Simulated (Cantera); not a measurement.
# Hydrogen reduction and annealing atmospheres: Cr2O3 + H2

Charge: 1 mol Cr2O3, a varied amount of H2, at 1.33 mbar.

Cantera equilibrium calculation (NASA polynomials, part measured and part estimated; ideal gas, pure solids and liquids). Candidate condensed phases: Cr, Cr2O3, H2O; 13 gas species. Mutual solubility and eutectic melting of coexisting phases are not modelled. Equilibrium is a limit: real reactors are often held back by kinetics, nucleation or transport.

Problem. Map the stable condensed phases over T = 823, 973, 1123, 1273, 1423, 1573, 1723, 1873, 2023, 2173 K and n(H2) in mol = 29, 45, 69, 110, 170, 260, 400.

Solution. 
```
T in K \ n(H2) in mol
          29  45  69 110 170 260 400
   2173    A   A   A   A   A   A   A
   2023    A   A   A   A   A   A   A
   1873    B   B   B   A   A   A   A
   1723    B   B   B   B   B   B   A
   1573    B   B   B   B   B   B   B
   1423    C   C   C   C   C   C   C
   1273    C   C   C   C   C   C   C
   1123    C   C   C   C   C   C   C
    973    B   B   C   C   C   C   C
    823    B   B   B   B   B   B   B
```
A: gas only; B: Cr2O3; C: Cr + Cr2O3.
